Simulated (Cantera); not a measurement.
A Cantera script and what it prints.

```python
import numpy as np
import cantera as ct

gas_names = """
    C CO CO2 C2 C2O C3 C3O2 C4 C5 Fe FeC5O5 FeO O O2 O3
""".split()
cond_names = """
    C(gr) Fe(a) Fe(c) Fe(d) Fe(L) FeC5O5(L) FeO(s) FeO(L) Fe2O3(s) Fe3O4(s)
""".split()


# ... load() reads the species with a 1 bar reference pressure and builds the phases ...
atoms = {
    'Fe2O3': {'Fe': 2, 'O': 3},
    'O2': {'O': 2},
    'CO2': {'C': 1, 'O': 2},
}
top_T = {'C(gr)': 4500, 'Fe2O3(s)': 1830, 'Fe3O4(s)': 1870}  # K; cautious upper limits of use, not melting points


# ... equilibrate(T, P, feed) seeds the gas with the atoms and calls Mixture.equilibrate('TP', solver="vcs", rtol=1e-11, max_steps=5000) ...
results = []
feed = {'Fe2O3': 1, 'O2': 2, 'CO2': 0.55}  # mol
T = 1598.15  # K
P = 101325  # Pa
mix = equilibrate(T, P, feed)
results.append((T, P, feed, dict(zip(mix.species_names, mix.species_moles))))
print(gas.report(threshold=1e-06))
for i in range(1, mix.n_phases):
    print(f"{mix.phase(i).name:16s} {mix.phase_moles(i):12.5e} mol")
```

Output:

```
       temperature   1598.2 K
          pressure   1.0132e+05 Pa
           density   0.26375 kg/m^3
  mean mol. weight   34.588 kg/kmol
   phase of matter   gas

                          1 kg             1 kmol
                     ---------------   ---------------
          enthalpy       -1.0322e+06       -3.5702e+07  J
   internal energy       -1.4164e+06        -4.899e+07  J
           entropy              7871        2.7224e+05  J/K
    Gibbs function       -1.3611e+07       -4.7079e+08  J
 heat capacity c_p            1200.8             41532  J/K
 heat capacity c_v            960.38             33218  J/K

                      mass frac. Y      mole frac. X     chem. pot. / RT
                     ---------------   ---------------   ---------------
                CO        3.8118e-06         4.707e-06           -47.535
               CO2           0.27442           0.21568           -61.645
                 O        5.7729e-06        1.2481e-05           -14.111
                O2           0.72557            0.7843           -28.221
     [  +11 minor]        6.5341e-09        4.6231e-09

C(gr)             0.00000e+00 mol
Fe(c)             0.00000e+00 mol
FeC5O5(L)         0.00000e+00 mol
FeO(s)            0.00000e+00 mol
Fe2O3(s)          1.00000e+00 mol
Fe3O4(s)          0.00000e+00 mol
```

Equilibrium computed with Cantera from the NASA thermochemical tables; the gas is ideal and each condensed phase is pure.
